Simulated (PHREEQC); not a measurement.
Dissolve 22 mmol/kgw HF and 25 mmol/kgw NH4HF2 at 20 °C. Closed to the air; pH follows from the charge balance.

Model: ion-association model, phreeqc.dat, run in PHREEQC.

The pH is 2.81. The ionic strength is 0.0268 mol/kgw and the total alkalinity comes out as -47.0 meq/kg.

| species | molality | activity | log γ |
|---|---|---|---|
| HF | 0.0417 | 0.0419 | 0.003 |
| NH4+ | 0.0250 | 0.0211 | -0.073 |
| F- | 0.0232 | 0.0198 | -0.070 |
| HF2- | 0.00356 | 0.00305 | -0.067 |
| H+ | 0.00176 | 0.00155 | -0.056 |
| NH3 | 5.40e-9 | 5.44e-9 | 0.003 |

Precipitation was switched off in this run.
